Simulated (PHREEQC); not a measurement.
PHREEQC input (ion-association model, wateq4f.dat):

```
SOLUTION_SPECIES
  SO4-2 + 10H+ + 8e- = H2S + 4H2O  # shut off: sulfate is not reduced
    -log_k -100
    -delta_h 0
    -analytic -100
SOLUTION 1
  temp 25
  units mol/kgw
  pH 7 charge
  Cl 0.74
  S(6) 0.031
  Mn(2) 0.031
SOLUTION 2
  temp 25
  units mol/kgw
  pH 7 charge
  S(6) 0.00051
  Ag 0.00102
END
SELECTED_OUTPUT 1
  -reset false
  -pH true
  -pe true
  -ionic_strength true
  -water true
  -totals Ag Cl Mn S Mn(2) Mn(3) Mn(6) Mn(7) S(-2) S(6)
  -molalities H+ Ag+ Cl- Mn+2 SO4-2 HSO4- H2S HS- S-2 O2
    OH- Mn+3 MnCl+ MnCl2 MnCl3- MnOH+ Mn(OH)3- MnSO4 MnO4- MnO4-2
    AgCl AgCl2- AgCl3-2 AgCl4-3 AgHS Ag(HS)2- AgOH Ag(OH)2- AgSO4-
  -equilibrium_phases Pyrochroite Cerargyrite Ag2O Ag2SO4
PRINT
  -reset false
MIX 1
  1 1
  2 0
EQUILIBRIUM_PHASES 1
  Pyrochroite 0 0
  Cerargyrite 0 0
  Ag2O 0 0
  Ag2SO4 0 0
END
# ... the last block is repeated for the other 20 points of share of solution B
```

Selected output (columns that matter, 12 of 21 rows; share of solution B added in front):

```
share of solution B	pH	mu	Ag	Cl	Mn	S	m_H+	m_Ag+	m_Cl-	m_Mn+2	m_SO4-2	m_HSO4-	m_OH-	Cerargyrite
0	0.27269	0.77911	0	0.74	0.031	0.031	0.71127	0	0.72572	0.018221	0.0020612	0.028728	3.0576e-14	0
0.1	0.31658	0.70283	8.7516e-05	0.66599	0.0279	0.027951	0.64023	5.8467e-10	0.65361	0.016948	0.0019795	0.025766	3.3473e-14	1.4484e-05
0.2	0.3656	0.62611	7.2915e-05	0.59187	0.0248	0.024902	0.56919	6.5585e-10	0.5816	0.015587	0.0018922	0.022811	3.702e-14	0.00013109
0.25	0.39243	0.58767	6.5578e-05	0.55481	0.02325	0.023377	0.53366	6.9755e-10	0.54554	0.014873	0.0018462	0.021336	3.9114e-14	0.00018942
0.35	0.45188	0.5106	5.1244e-05	0.48069	0.02015	0.020328	0.46261	7.9744e-10	0.47332	0.013369	0.0017483	0.018393	4.4173e-14	0.00030576
0.45	0.52118	0.43325	3.7936e-05	0.40658	0.01705	0.017279	0.39154	9.283e-10	0.40093	0.011758	0.001641	0.015463	5.0886e-14	0.00042106
0.55	0.60431	0.35561	2.6299e-05	0.33247	0.01395	0.01423	0.32045	1.1088e-09	0.32837	0.010027	0.0015214	0.012547	6.0283e-14	0.0005347
0.65	0.70826	0.27764	1.6825e-05	0.25835	0.01085	0.011181	0.24935	1.3776e-09	0.25562	0.0081579	0.0013848	0.009652	7.4504e-14	0.00064617
0.75	0.84721	0.19926	9.7319e-06	0.18424	0.00775	0.0081325	0.17821	1.8312e-09	0.18266	0.0061273	0.0012229	0.0067875	9.8933e-14	0.00075527
0.8	0.93925	0.1599	7.0404e-06	0.14719	0.0062	0.006608	0.14263	2.2076e-09	0.14609	0.0050408	0.0011278	0.0053721	1.1946e-13	0.00080896
0.9	1.225	0.080693	3.0618e-06	0.073085	0.0031	0.003559	0.0714	3.9514e-09	0.072734	0.0026908	0.00088831	0.0025998	2.1558e-13	0.00091494
1	6.9887	0.0015134	0.00102	0	0	0.00051	1.0693e-07	0.0010117	0	0	0.00050166	4.4014e-09	1.019e-07	0
```

The ionic strength reaches 0.78 mol/kgw; past about 0.7 this activity model is rough. Complexes and solids missing from the database can't appear.
